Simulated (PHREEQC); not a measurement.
## Buffer: an equilibrium model

Dissolve 3.5 mmol/kgw H3PO4, 2.5 mmol/kgw KOH and 180 mmol/kgw KCl at 25 °C. Closed to the air; pH follows from the charge balance.

Model: ion-association model, phreeqc.dat, run in PHREEQC.

Each row changes one thing in this solution. No solid was allowed to form.

```json
[
 {"case": "as made", "pH": "3.20", "H2PO4- (mol/kgw)": "0.00328", "HPO4-2 (mol/kgw)": "7.95e-7", "KHPO4- (mol/kgw)": "8.31e-8", "SI of Sylvite (KCl)": "-2.67"},
 {"case": "diluted 10-fold with water", "pH": "4.07", "H2PO4- (mol/kgw)": "0.000346", "HPO4-2 (mol/kgw)": "3.69e-7", "KHPO4- (mol/kgw)": "7.73e-9", "SI of Sylvite (KCl)": "[?]"},
 {"case": "KOH from 0.0025 to 0.00225 mol/kgw", "pH": "3.10", "H2PO4- (mol/kgw)": "0.00323", "HPO4-2 (mol/kgw)": "6.24e-7", "KHPO4- (mol/kgw)": "6.51e-8", "SI of Sylvite (KCl)": "-2.67"},
 {"case": "KOH replaced by KF at the same molality", "pH": "2.88", "H2PO4- (mol/kgw)": "0.00307", "HPO4-2 (mol/kgw)": "3.56e-7", "KHPO4- (mol/kgw)": "[?]", "SI of Sylvite (KCl)": "-2.67"},
 {"case": "KCl from 0.18 to 0.162 mol/kgw", "pH": "3.20", "H2PO4- (mol/kgw)": "0.00328", "HPO4-2 (mol/kgw)": "7.72e-7", "KHPO4- (mol/kgw)": "7.55e-8", "SI of Sylvite (KCl)": "-2.75"},
 {"case": "H3PO4 replaced by K3PO4 at the same molality", "pH": "11.50", "H2PO4- (mol/kgw)": "3.67e-8", "HPO4-2 (mol/kgw)": "0.00180", "KHPO4- (mol/kgw)": "0.000193", "SI of Sylvite (KCl)": "-2.65"}
]
```

Complete the blanks.


- diluted 10-fold with water, SI of Sylvite (KCl): -4.50
- KOH replaced by KF at the same molality, KHPO4- (mol/kgw): 3.71e-8

Complexes and solids missing from the database can't appear.
